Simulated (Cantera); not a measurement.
Cantera run, input and output.

```python
import numpy as np
import cantera as ct

gas = ct.Solution("gri30.yaml")
gas.TPX = 1200, 8400, {'N2O': 1, 'H2O': 0.022}
inlet = ct.Reservoir(gas, clone=True)

reactor = ct.IdealGasConstPressureReactor(gas, energy="off", clone=False)
exhaust = ct.Reservoir(gas, clone=True)
tau = [22, 3, 0.4, 0.054, 0.0072, 0.00096, 0.00013][0]
for a, b in ((inlet, reactor), (reactor, exhaust)):
    ct.MassFlowController(a, b, mdot=lambda t: reactor.mass / tau)
net = ct.ReactorNet([reactor])
show = ['N2O', 'H2O', 'O2', 'NO2', 'HO2']

rows = []
print(f"{'tau/s':>10s}{'T/K':>9s}" + "".join(f"{s:>11s}" for s in show))
for tau in [22, 3, 0.4, 0.054, 0.0072, 0.00096, 0.00013]:
    net.initial_time = 0.0
    net.advance(30 * tau)
    before = gas.X
    net.advance(40 * tau)
    drift = np.max(np.abs(gas.X - before) / (gas.X + 1e-9))
    rows.append([gas.T, *gas[show].X, drift])
    print(f"{tau:10.3e}{gas.T:9.1f}" + "".join(f"{x:11.3e}" for x in gas[show].X))
```

Output:

```
     tau/s      T/K        N2O        H2O         O2        NO2        HO2
 2.200e+01   1200.0  3.502e-01  1.698e-02  1.923e-01  2.394e-04  4.029e-08
 3.000e+00   1200.0  7.806e-01  2.009e-02  6.028e-02  4.262e-04  2.597e-07
 4.000e-01   1200.0  9.460e-01  2.129e-02  9.762e-03  2.735e-04  1.152e-06
 5.400e-02   1200.0  9.739e-01  2.149e-02  1.346e-03  4.938e-05  2.701e-06
 7.200e-03   1200.0  9.779e-01  2.152e-02  1.762e-04  1.406e-06  2.433e-06
 9.600e-04   1200.0  9.784e-01  2.153e-02  2.191e-05  2.022e-09  1.872e-07
 1.300e-04   1200.0  9.785e-01  2.153e-02  2.063e-06  7.163e-13  3.017e-09
```

Detailed kinetics in Cantera: GRI-Mech 3.0 (53 species, 325 reactions). GRI-Mech 3.0 was tuned for natural gas; its chemistry of N2O as a main component is partial and can be far from experiment. The mechanism lacks the step 2 NO + O2 → 2 NO2, which can matter for NO2 below about 1400 K. The temperature is held fixed by assumption; the heat of reaction is taken as removed at once.
